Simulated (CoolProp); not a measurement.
The numbers come from the reference Helmholtz-energy equation of state, Akasaka 2023 in CoolProp.

### Question
For R1224YDZ, give the phase and the cv (kJ/(kg K)), Joule-Thomson coefficient (K/MPa) at 199.95 °C and 0.714 MPa; 199.95 °C and 3.21 MPa; 199.95 °C and 3.93 MPa.

### Answer
- 199.95 °C and 0.714 MPa: gas; cv 0.966, Joule-Thomson coefficient 7.24
- 199.95 °C and 3.21 MPa: gas; cv 1.01, Joule-Thomson coefficient 9.11
- 199.95 °C and 3.93 MPa: supercritical; cv 1.03, Joule-Thomson coefficient 9.58
